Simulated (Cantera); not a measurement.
# Catalytic stagnation flow on Pt

A jet of CH4 : O2 : N2 = 0.024 : 0.12 : 0.79 (molar parts) at 300 K and 0.200 bar hits a platinum plate 9.1 cm away at a mass flux of 0.041 kg/m²/s; the plate temperature is set and raised in steps from an oxygen-covered start.

Detailed kinetics in Cantera: Deutschmann's 1995 Pt surface mechanism with GRI-Mech 3.0 gas chemistry. Catalytic surfaces can have several steady states; this one follows from the mechanism file's or the stated starting coverage.

| plate T (K) | wall x CH4 | wall x O2 | wall x H2O | wall x OH | wall x CO | wall x CO2 | θ free Pt | θ O* | θ OH* |
|---|---|---|---|---|---|---|---|---|---|
| 900 | 0.0116 | 0.0983 | 0.0264 | 2.61e-8 | 4.02e-6 | 0.0173 | 0.167 | 0.831 | 0.00180 |
| 950 | 0.00736 | 0.0895 | 0.0341 | 7.60e-8 | 3.54e-6 | 0.0225 | 0.231 | 0.767 | 0.00188 |
| 1000 | 0.00483 | 0.0842 | 0.0387 | 2.00e-7 | 3.12e-6 | 0.0255 | 0.297 | 0.701 | 0.00181 |
| 1050 | 0.00334 | 0.0811 | 0.0413 | 4.69e-7 | 2.85e-6 | 0.0273 | 0.363 | 0.635 | 0.00166 |
| 1100 | 0.00243 | 0.0793 | 0.0428 | 1.01e-6 | 2.73e-6 | 0.0283 | 0.429 | 0.570 | 0.00150 |
x: mole fraction at the wall; θ: surface coverage.
